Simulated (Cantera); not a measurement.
Mixture: CH4 : C2H6 : O2 : N2 = 1 : 0.13 : 3.84 : 14.4 (molar parts), at 8.70 bar, adiabatic and at constant pressure. Ignition delay is the time to a rise of 400 K.

Cantera simulation using GRI-Mech 3.0 (53 species, 325 reactions); the numbers are that mechanism's predictions, not measurements.

Question: Predict: delay at 1300 K; delay at 1375 K; delay at 1450 K; delay at 1525 K; delay at 1600 K; delay at 1675 K; delay at 1750 K; apparent activation energy between 1600 and 1750 K.

Answer: 
```json
{
  "delay at 1300 K": "0.300 ms",
  "delay at 1375 K": "0.141 ms",
  "delay at 1450 K": "72.3 µs",
  "delay at 1525 K": "39.3 µs",
  "delay at 1600 K": "22.5 µs",
  "delay at 1675 K": "13.4 µs",
  "delay at 1750 K": "8.42 µs",
  "apparent activation energy between 1600 and 1750 K": "150 kJ/mol"
}
```
